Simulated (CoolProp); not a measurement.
Aqueous methanol as a coolant, 10 % by mass, freezing at -6.5 °C, 1 atm.

Model: Melinder's fits for secondary coolants, in CoolProp.

```tsv
T (°C)	cp (kJ/(kg K))	Prandtl number	density (kg/m³)	viscosity (mPa s)
-3	4.247	24.0	984.5	2.86
1.4	4.238	19.9	984.3	2.40
5.8	4.228	16.7	984.0	2.04
10.2	4.219	14.1	983.4	1.76
14.6	4.209	12.1	982.7	1.53
19	4.200	10.5	981.8	1.34
23.4	4.190	9.20	980.7	1.19
27.8	4.181	8.11	979.4	1.06
32.2	4.173	7.20	978.0	0.957
```
